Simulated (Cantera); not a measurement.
An isothermal, constant-pressure homogeneous reactor starts with NO : N₂ : H₂O = 1 : 1.7 : 0.023 (molar parts), at 1898 K and 62.3 Torr.

Model: GRI-Mech 3.0 (53 species, 325 reactions), integrated in Cantera.

Question: Predict: x(NO) at 2.00 s; x(O₂) at 2.00 s; x(O) at 2.00 s; x(N₂O) at 2.00 s; x(NO₂) at 2.00 s; x(N₂) at 2.00 s.

Answer: 
| Property | Result |
|---|---|
| x(NO) at 2.00 s | 0.331 (gas-phase equilibrium 0.00536) |
| x(O₂) at 2.00 s | 0.0179 (gas-phase equilibrium 0.181) |
| x(O) at 2.00 s | 0.000148 (gas-phase equilibrium 0.000435) |
| x(N₂O) at 2.00 s | 3.48e-5 (gas-phase equilibrium 8.86e-8) |
| x(NO₂) at 2.00 s | 5.62e-5 (gas-phase equilibrium 2.95e-6) |
| x(N₂) at 2.00 s | 0.642 (gas-phase equilibrium 0.805) |
